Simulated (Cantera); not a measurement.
An adiabatic, constant-pressure homogeneous reactor starts with 45.7 % H₂, 11.4 % O₂, 42.9 % N₂, at 1050 K and 5.00 bar.

Cantera simulation using the H2/O2 subset of GRI-Mech 3.0, which has no nitrogen chemistry; the numbers are that mechanism's predictions, not measurements. The hydrogen kinetics of GRI-Mech 3.0 are dated; newer H2 mechanisms differ, most at raised pressure.

Q: Predict: time of steepest temperature rise; temperature at 0.100 s; equilibrium temperature; x(H₂) at 0.100 s; x(O₂) at 0.100 s; x(O) at 0.100 s; x(H₂O) at 0.100 s; x(HO₂) at 0.100 s; x(OH) at 0.100 s.

A: time of steepest temperature rise: 2.16 ms
temperature at 0.100 s: 2628 K
equilibrium temperature: 2628 K
x(H₂) at 0.100 s: 0.253 (gas-phase equilibrium 0.253)
x(O₂) at 0.100 s: 2.36e-5 (gas-phase equilibrium 2.36e-5)
x(O) at 0.100 s: 5.77e-5 (gas-phase equilibrium 5.77e-5)
x(H₂O) at 0.100 s: 0.254 (gas-phase equilibrium 0.254)
x(HO₂) at 0.100 s: 5.09e-8 (gas-phase equilibrium 5.09e-8)
x(OH) at 0.100 s: 0.00233 (gas-phase equilibrium 0.00233)
